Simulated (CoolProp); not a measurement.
Saturation properties of toluene.

Model: reference Helmholtz-energy equation of state, Lemmon 2006, in CoolProp. It is a short technical equation, of lower accuracy than the large ones.

```csv
T (K),p (MPa),vapour density (kg/m³),enthalpy of vaporisation (kJ/kg),surface tension (mN/m)
295.2,0.003256,0.1226,414.6,28.3
312.2,0.007554,0.2698,404.6,26.2
329.1,0.01575,0.5361,394.6,24.2
346.1,0.03029,0.9868,384.4,22.2
363.1,0.05420,1.698,373.9,20.2
380.1,0.09125,2.764,363.1,18.3
397.1,0.1459,4.296,351.7,16.4
414,0.2226,6.408,339.8,14.6
431,0.3278,9.281,327.1,12.8
448,0.4672,13.09,313.3,11.1
465,0.6473,18.09,298.4,9.43
482,0.8751,24.60,282.0,7.83
498.9,1.156,33.01,263.8,6.31
515.9,1.502,44.13,243.1,4.86
```

It boils at 383.7 K under 1 atm.

Surface tension comes from a separate correlation (Mulero 2012).
